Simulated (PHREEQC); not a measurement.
# Acid rinse or clean (model solution)

Dissolve 0.0028 mol HNO3, 0.024 mol CuSO4 and 0.0036 mol KCl per kg of water at 25 °C. Closed to the air; pH follows from the charge balance.

Computed with PHREEQC (ion-association model, wateq4f.dat).

- pH = 2.84
- ionic strength = 0.0659 mol/kgw
- total alkalinity = -2.80 meq/kg

| species | molality | activity | log γ |
|---|---|---|---|
| Cu+2 | 0.0155 | 0.00694 | -0.348 |
| SO4-2 | 0.0143 | 0.00609 | -0.371 |
| CuSO4 | 0.00849 | 0.00862 | 0.007 |
| Cl- | 0.00353 | 0.00281 | -0.100 |
| K+ | 0.00346 | 0.00274 | -0.100 |
| NO3- | 0.00280 | 0.00220 | -0.104 |
| H+ | 0.00173 | 0.00146 | -0.074 |

No solid was allowed to form. Complexes and solids missing from the database can't appear.
